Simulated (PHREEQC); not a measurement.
A made-up water analysis in mg/L, 20 °C, pH 6.98, pe -1.5: Na 4.18; K 0.393; Ca 0.161; Mg 0.414; Cl 0.478; S(6) as SO4 6.95; Alkalinity as HCO3 4.67; Si as SiO2 0.0164; Li 0.0247; F 0.139; Br 0.0258.

Valence states are taken as typed.

All values are PHREEQC results (ion-association model, wateq4f.dat), not measurements.

```tsv
quantity	before	after
HCO3- (mol/kgw)	7.65e-5	7.63e-5
CO2 (mol/kgw)	1.89e-5	9.45e-6
MgSO4 (mol/kgw)	2.11e-7	2.11e-7
NaSO4- (mol/kgw)	5.85e-8	5.85e-8
CaSO4 (mol/kgw)	4.61e-8	4.61e-8
CO3-2 (mol/kgw)	3.27e-8	6.51e-8
SI of Quartz (SiO2)	-2.51	-2.51
```

Task: Which change was made?
(A) all concentrations times 2 at the same typed pH
(B) pH from 6.98 to 7.28 at the same alkalinity
(C) Na from 4.18 to 2.09 mg/L
(D) K from 0.393 to 0.786 mg/L

Result: B, pH from 6.98 to 7.28 at the same alkalinity

Precipitation was switched off in this run. SiF6-2 is the database's only silicon fluoride.
